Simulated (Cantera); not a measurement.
A closed system holds: 1 mol Cr, 8.8 mol N2O, 28 mol H2, held at 2275 °C and 0.133 bar.

These are equilibrium values from Cantera (NASA tables, ideal gas, pure condensed phases), not measurements of a reactor. Candidate condensed phases: Cr, CrN, Cr2N, Cr2O3, H2O; 29 gas species. The numbers say what is thermodynamically allowed, not how fast it happens.

Base state: H2 0.476, N2 0.225, H2O 0.209, H 0.0585, Cr 0.0166, CrO 0.00788, OH 0.00561, CrO2 0.00108 (mole fractions); condensed: gas only.

Q: What changes in the equilibrium state with this change: N2O from 8.8 to 0.81 mol?

A: 
```json
[
 {"species": "H2", "before": "0.476", "after": "0.839"},
 {"species": "H", "before": "0.0585", "after": "0.0776"},
 {"species": "Cr", "before": "0.0166", "after": "0.0312"},
 {"species": "N2", "before": "0.225", "after": "0.0261"},
 {"species": "H2O", "before": "0.209", "after": "0.0246"},
 {"species": "O2", "before": "8.06e-5", "after": "3.60e-7"},
 {"species": "CrO2", "before": "0.00108", "after": "9.09e-6"},
 {"species": "NO", "before": "0.000262", "after": "5.95e-6"},
 {"species": "O", "before": "0.000450", "after": "3.00e-5"},
 {"species": "OH", "before": "0.00561", "after": "0.000497"}
]
```
